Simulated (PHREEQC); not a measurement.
Make-up at 20 °C: 70 mmol/kgw HF, 0.06 mmol/kgw NaF and 2.7 mmol/kgw HCl. Closed to the air; pH follows from the charge balance.

The numbers come from PHREEQC with the ion-association model, phreeqc.dat.

Precipitation was switched off in this run.

Task: Order these F species by the share of F that they hold, largest first: HF2-, HF, F-.

Result: HF (88 %), F- (8.1 %), HF2- (3.7 %)

The pH is 2.06 and the ionic strength 0.00968 mol/kgw. Complexes and solids missing from the database can't appear.
